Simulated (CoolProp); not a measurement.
Vapour-liquid equilibrium of n-butane (1) + R113 (2) at 0.63 MPa; x and y are mole fractions of (1).

Model: multi-fluid Helmholtz-energy mixture model, Bücker 2006 and Marx 1992; pair parameters Bell 2016, in CoolProp.

Q: Give the bubble temperature and the first vapour's composition at x = 0.2, 0.8, 0.95. Is there an azeotrope?

A: x = 0.2: 370.2 K, y = 0.443; x = 0.8: 339.1 K, y = 0.921; x = 0.95: 334.2 K, y = 0.981. No azeotrope shows between x = 0.05 and 0.95.

The pair parameters rest on a limited set of measurements; away from them the model extrapolates.
